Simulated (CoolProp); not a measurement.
Properties of the fluoroketone C6F12O (FK-5-1-12) along the isotherm 468.8 K (Tc = 441.8 K, pc = 1869 kPa, ω = 0.471).

Model: reference Helmholtz-energy equation of state, McLinden 2015, in CoolProp.

| p (kPa) | phase | cv (kJ/(kg K)) | isothermal compressibility (1/MPa) |
|---|---|---|---|
| 29.6 | gas | 1.006 | 33.94 |
| 52.6 | gas | 1.006 | 19.16 |
| 93.5 | gas | 1.006 | 10.85 |
| 166 | gas | 1.008 | 6.181 |
| 296 | gas | 1.010 | 3.542 |
| 526 | gas | 1.013 | 2.078 |
| 935 | gas | 1.021 | ? |
| 1660 | gas | ? | 0.9258 |
| 2960 | supercritical | 1.079 | ? |
| 5260 | supercritical | 1.047 | 0.05921 |
| 9350 | supercritical | 1.036 | 0.02045 |

What belongs in the gaps?


- 935, isothermal compressibility (1/MPa): 1.280
- 1660, cv (kJ/(kg K)): 1.040
- 2960, isothermal compressibility (1/MPa): 0.6387
